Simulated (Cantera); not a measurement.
Mixture: CH4 : O2 : N2 = 1 : 1.18 : 4.42 (molar parts), at 3.40 bar, adiabatic and at constant volume. Ignition delay is the time to a rise of 400 K.

Cantera simulation using GRI-Mech 3.0 (53 species, 325 reactions); the numbers are that mechanism's predictions, not measurements.

Task: What does this change do: N2 4.42 to 7.3 parts?

Result: 
| quantity | before | after |
|---|---|---|
| delay at 1173 K | 26.7 ms | 43.0 ms |
| delay at 1323 K | 3.87 ms | 6.36 ms |
| delay at 1473 K | 0.709 ms | 1.14 ms |
| delay at 1623 K | 0.161 ms | 0.247 ms |
| apparent activation energy between 1548 and 1698 K | 200 kJ/mol | 210 kJ/mol |
